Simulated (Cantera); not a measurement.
What does this Cantera script print?

```python
import numpy as np
import cantera as ct

gas_names = """
    AL ALO ALO2 AL2 AL2O AL2O2 O O2 O3
""".split()
cond_names = """
    AL(cr) AL(L) AL2O3(a) AL2O3(L)
""".split()


# ... load() reads the species with a 1 bar reference pressure and builds the phases ...
atoms = {
    'Al2O3': {'AL': 2, 'O': 3},
    'O2': {'O': 2},
}
top_T = {}  # K; cautious upper limits of use, not melting points


# ... equilibrate(T, P, feed) seeds the gas with the atoms and calls Mixture.equilibrate('TP', solver="vcs", rtol=1e-11, max_steps=5000) ...
results = []
feed = {'Al2O3': 1, 'O2': 0.2}  # mol
T = 750  # K
P = 20  # Pa
mix = equilibrate(T, P, feed)
results.append((T, P, feed, dict(zip(mix.species_names, mix.species_moles))))
print(gas.report(threshold=1e-06))
for i in range(1, mix.n_phases):
    print(f"{mix.phase(i).name:16s} {mix.phase_moles(i):12.5e} mol")
```

Output:

```
       temperature   750 K
          pressure   20 Pa
           density   0.00010263 kg/m^3
  mean mol. weight   31.998 kg/kmol
   phase of matter   gas

                          1 kg             1 kmol
                     ---------------   ---------------
          enthalpy        4.4251e+05        1.4159e+07  J
   internal energy        2.4763e+05        7.9236e+06  J
           entropy            9518.6        3.0458e+05  J/K
    Gibbs function       -6.6965e+06       -2.1427e+08  J
 heat capacity c_p            1043.5             33391  J/K
 heat capacity c_v             783.7             25077  J/K

                      mass frac. Y      mole frac. X     chem. pot. / RT
                     ---------------   ---------------   ---------------
                O2                 1                 1           -34.362
     [   +8 minor]        2.2685e-13        4.5278e-13

AL(cr)            0.00000e+00 mol
AL2O3(a)          1.00000e+00 mol
```

These are equilibrium values from Cantera (NASA tables, ideal gas, pure condensed phases), not measurements of a reactor.
